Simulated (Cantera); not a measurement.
**Equilibrium for boron, boron nitride and boron oxide: B₂H₆ + O₂ + H₂**

Feed: 1 mol B₂H₆, 1.4 mol O₂, 0.22 mol H₂, equilibrated at 1175 K and 0.0370 bar.

Equilibrium computed with Cantera from the NASA thermochemical tables; the gas is ideal and each condensed phase is pure. Candidate condensed phases: B, B₂O₃, B₃O₃H₃, H₂O; 23 gas species. The feed counts by its element totals alone. Mutual solubility and eutectic melting of coexisting phases are not modelled. Equilibrium is a limit: real reactors are often held back by kinetics, nucleation or transport.

The x(H₂) is 0.998 and the x(B₃O₃H₃) is 0.00131. The x(HBO) is 0.000198 and the x(HBO₂) is 1.88e-6. The n(B(s)) comes out as 0.129 mol. The n(B₂O₃(l)) is 0.929 mol and the gas amount is 3.218 mol. The log10 activity of B₃O₃H₃(s) (absent) is -8.17.
